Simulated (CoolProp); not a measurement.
Octamethylcyclotetrasiloxane (D4) along the isotherm 596 K: fugacity coefficient from the reference equation and from simpler models built on Tc = 586.5 K, pc = 1.347 MPa, ω = 0.598; each cubic takes its own stable root.

Model: reference Helmholtz-energy equation of state, Thol 2015, in CoolProp.

```
p (MPa)          phase  reference  van der Waals  Soave-Redlich-Kwong
-------  -------------  ---------  -------------  -------------------
0.168              gas     0.9590            ___               0.9605
0.337              gas     0.9183         0.9290               0.9213
0.505              gas     0.8783         0.8937               0.8828
0.674              gas     0.8385         0.8582               0.8445
0.842              gas     0.7991         0.8227               0.8068
1.01               gas     0.7598         0.7868               0.7691
1.18               gas     0.7197         0.7494               0.7306
1.35     supercritical     0.6787         0.7098               0.6913
1.52     supercritical        ___            ___               0.6490
1.68     supercritical     0.5903         0.6188               0.6069
1.85     supercritical     0.5489         0.5802               0.5676
2.02     supercritical     0.5139         0.5478               0.5342
```

Question: What belongs in the gaps?

Answer: 
- 0.168, van der Waals: 0.9645
- 1.52, reference: 0.6347
- 1.52, van der Waals: 0.6621
